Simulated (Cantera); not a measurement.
# Equilibrium for silicon nitride deposition: SiHCl₃ + NH₃ + N₂

Feed: 1 mol SiHCl₃, a varied amount of NH₃, 26 mol N₂, held at 902 °C and 35.3 Torr.

Method: chemical equilibrium by Gibbs-energy minimisation in Cantera with the NASA 1993 tables (ideal gas, pure condensed phases). Candidate condensed phases: NH₄Cl, Si, Si₃N₄; 28 gas species. The tables' values for SiCl₃ are old estimates; treat these amounts as uncertain. Equilibrium is a limit: real reactors are often held back by kinetics, nucleation or transport.

```csv
n(NH₃) (mol),x N₂,x H₂,x HCl,x SiCl₄,x SiCl₃,n Si₃N₄(s)
1.4,0.866,0.0416,0.0895,0.00246,7.17e-5,0.307
5.5,0.733,0.189,0.0779,7.65e-5,5.46e-6,0.332
9.6,0.648,0.288,0.0644,1.67e-5,1.78e-6,0.333
14,0.584,0.361,0.0542,5.71e-6,8.09e-7,0.333
18,0.542,0.411,0.0474,2.71e-6,4.69e-7,0.333
22,0.509,0.449,0.0420,1.47e-6,2.99e-7,0.333
26,0.483,0.479,0.0378,8.74e-7,2.04e-7,0.333
```
x: gas mole fraction; n: condensed amount in mol.

From 1.4 mol NH₃ to 26 mol NH₃ the condensed part is Si₃N₄(s). The main Si-bearing gas is SiCl₄ throughout.
